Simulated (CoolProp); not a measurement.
Vapour-liquid equilibrium of R125 (1) + isobutane (2) at 38.25 °C; x and y are mole fractions of (1).

Computed with CoolProp (multi-fluid Helmholtz-energy mixture model, Lemmon 2005 and Bücker 2006; pair parameters Bell 2016).

**Question.** Give the bubble pressure and the first vapour's composition at x = 0.2, 0.5, 0.65. Is there an azeotrope?

**Answer.** x = 0.2: 1.122 MPa, y = 0.563; x = 0.5: 1.599 MPa, y = 0.735; x = 0.65: 1.741 MPa, y = 0.789. No azeotrope shows between x = 0.05 and 0.95.

Pair parameters are fitted to limited data, so mixtures are less certain than the pure fluids.
